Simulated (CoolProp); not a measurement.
Properties of n-perfluorohexane along the isobar 3.99 MPa.

Model: reference Helmholtz-energy equation of state, Gao 2022, in CoolProp.

| T (°C) | phase | density (kg/m³) | Joule-Thomson coefficient (K/MPa) | isothermal compressibility (1/MPa) | expansivity (1/kK) | fugacity coefficient |
|---|---|---|---|---|---|---|
| -20.75 | liquid | 1817 | -0.3558 | 0.001594 | 1.471 | 0.0008767 |
| 7.45 | liquid | 1741 | -0.3200 | 0.002058 | 1.549 | 0.004423 |
| 35.65 | liquid | 1664 | -0.2742 | 0.002760 | 1.678 | 0.01523 |
| 63.95 | liquid | 1582 | -0.2111 | 0.003903 | 1.880 | 0.03988 |
| 92.15 | liquid | (withheld) | -0.1168 | 0.005909 | 2.194 | (withheld) |
| 120.35 | liquid | 1396 | 0.03874 | 0.009852 | 2.703 | 0.1530 |
| 148.65 | liquid | 1278 | 0.3303 | 0.01889 | (withheld) | 0.2448 |
| 176.85 | supercritical | 1130 | 0.9681 | 0.04397 | 5.368 | 0.3532 |

Q: What belongs in the gaps?

A: 
- 92.15, density (kg/m³): 1495
- 92.15, fugacity coefficient: 0.08457
- 148.65, expansivity (1/kK): 3.600
